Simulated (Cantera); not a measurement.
A Cantera script and what it prints.

```python
import numpy as np
import cantera as ct

gas_names = """
    F CL2
""".split()
cond_names = """
    PbCL2(s) PbCL2(L) PbF2(a) PbF2(b) PbF2(L)
""".split()


# ... load() reads the species with a 1 bar reference pressure and builds the phases ...
species = {s.name: s for s in load("nasa_gas.yaml", gas_names) + load("nasa_condensed.yaml", cond_names)}
# Each term lists the table entries of one substance; the one whose range holds T is used.
reactions = {
    '2 F(g) + PbCl2 = PbF2 + Cl2(g)':
        [(-2, ['F']), (-1, ['PbCL2(s)', 'PbCL2(L)']), (1, ['PbF2(a)', 'PbF2(b)', 'PbF2(L)']), (1, ['CL2'])],
}


def pick(names, T):
    return next(species[n] for n in names if species[n].thermo.min_temp <= T <= species[n].thermo.max_temp)


results = []
for label, terms in reactions.items():
    print(label)
    print("     T/K   dH/kJ  dS/(J/K)   dG/kJ   log10 K")
    for T in [923, 1023, 1123, 1223, 1323]:
        used = [(nu, pick(names, T)) for nu, names in terms]
        dH = sum(nu * s.thermo.h(T) for nu, s in used) / 1e6
        dS = sum(nu * s.thermo.s(T) for nu, s in used) / 1e3
        dG = dH - T * dS / 1e3
        logK = -dG * 1e6 / (ct.gas_constant * T * np.log(10))
        results.append((label, T, dH, dS, dG, logK, [s.name for _, s in used]))
        print(f"{T:8g} {dH:8.1f} {dS:8.1f} {dG:8.1f} {logK:8.2f}")
```

Output:

```
2 F(g) + PbCl2 = PbF2 + Cl2(g)
     T/K   dH/kJ  dS/(J/K)   dG/kJ   log10 K
     923   -496.9   -146.2   -361.9    20.48
    1023   -499.6   -149.0   -347.2    17.73
    1123   -487.9   -138.5   -332.4    15.46
    1223   -488.6   -139.1   -318.5    13.60
    1323   -489.3   -139.7   -304.5    12.02
```

Cantera with NASA thermochemical tables; ideal gases at 1 bar, condensed phases pure. Condensed species are held in their standard states even where they would react or evaporate.
